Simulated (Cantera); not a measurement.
Pyrogenic steam for wet oxidation

A perfectly stirred reactor is fed with 21.4 % H2, 48.5 % O2, 30.1 % N2, equivalence ratio 0.22, at 0.987 atm; it is held at 850 K, and followed from long to short residence time.

Detailed kinetics in Cantera: GRI-Mech 3.0 (53 species, 325 reactions). Below about 950 K walls govern HO2 and H2O2 in real vessels. The temperature is held fixed by assumption; the heat of reaction is taken as removed at once.

```csv
τ (s),x H2,x O2,x H,x NO,x H2O,x NO2,x OH
2.5,0.187,0.477,1.38e-8,<1e-12,0.0279,<1e-12,5.31e-9
1.1,0.207,0.483,9.18e-9,<1e-12,0.00651,<1e-12,2.60e-9
0.52,0.213,0.485,1.93e-9,<1e-12,0.000533,<1e-12,4.49e-10
0.24,0.214,0.485,2.94e-10,<1e-12,3.00e-5,<1e-12,5.49e-11
0.11,0.214,0.485,6.18e-11,<1e-12,2.15e-6,<1e-12,8.59e-12
0.050,0.214,0.485,1.02e-11,<1e-12,1.18e-7,<1e-12,1.04e-12
0.023,0.214,0.485,3.60e-12,<1e-12,1.56e-8,<1e-12,<1e-12
0.010,0.214,0.485,2.19e-12,<1e-12,3.74e-9,<1e-12,<1e-12
0.0048,0.214,0.485,1.77e-12,<1e-12,1.41e-9,<1e-12,<1e-12
0.0022,0.214,0.485,1.58e-12,<1e-12,5.71e-10,<1e-12,<1e-12
0.0010,0.214,0.485,1.49e-12,<1e-12,2.45e-10,<1e-12,<1e-12
```
x: mole fraction; the columns are a selection and need not sum to one.
